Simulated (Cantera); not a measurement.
An isothermal, constant-pressure homogeneous reactor starts with H₂ : O₂ = 0.26 : 1 (molar parts), equivalence ratio 0.13, at 1000 K and 0.00220 bar.

Model: the H2/O2 subset of GRI-Mech 3.0, which has no nitrogen chemistry, integrated in Cantera. Radical loss at walls, strong at low pressure, is not modelled. The temperature is held fixed by assumption; the heat of reaction is taken as removed at once.

x: mole fraction; the columns are a selection and need not sum to one.

```csv
t (s),x H₂,x O₂,x H,x OH,x H₂O,x HO₂
0.000100,0.206,0.794,2.52e-11,1.08e-12,<1e-12,2.62e-11
0.000351,0.206,0.794,8.68e-11,9.01e-12,8.55e-12,9.21e-11
0.00123,0.206,0.794,3.97e-10,6.69e-11,2.21e-10,3.24e-10
0.00433,0.206,0.794,9.43e-9,1.84e-9,1.29e-8,1.16e-9
0.0152,0.206,0.793,0.000248,4.85e-5,0.000370,4.92e-7
0.0534,0.00764,0.699,0.0767,0.00420,0.162,2.37e-6
0.187,0.00472,0.734,0.0315,0.00336,0.199,2.69e-6
0.658,0.000723,0.765,0.00166,0.00130,0.227,2.19e-6
2.31,3.71e-5,0.770,1.90e-5,0.000291,0.230,5.70e-7
8.11,3.10e-6,0.770,4.87e-7,8.60e-5,0.230,8.18e-8
28.5,?,0.770,?,?,0.230,?
100,9.35e-8,0.770,2.75e-9,1.53e-5,0.230,3.31e-9
```

**Question.** Some entries are withheld; supply them.

**Answer.** 
- 28.5, x H₂: 4.61e-7
- 28.5, x H: 2.93e-8
- 28.5, x OH: 3.37e-5
- 28.5, x HO₂: 1.46e-8
